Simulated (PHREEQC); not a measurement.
Make-up at 25 °C: 0.051 mol NaBF4 per kg of water. Closed to the air; pH follows from the charge balance.

Model: ion-association model, phreeqc.dat, run in PHREEQC.

| quantity | before | after |
|---|---|---|
| pH | 2.79 | 2.94 |
| BF4- (mol/kgw) | 0.0463 | 0.00792 |
| HF (mol/kgw) | 0.00591 | 0.00366 |
| F- (mol/kgw) | 0.00304 | 0.00240 |
| BF3OH- (mol/kgw) | 0.00284 | 0.000795 |

Problem. Name the change that produced these shifts.
(A) NaBF4 from 0.051 to 0.0102 mol/kgw
(B) diluted 10-fold with water
(C) temperature from 25 to 85 °C

Solution. A, NaBF4 from 0.051 to 0.0102 mol/kgw

No solid was allowed to form. Real BF4- forms and hydrolyses slowly; the run takes it at equilibrium.
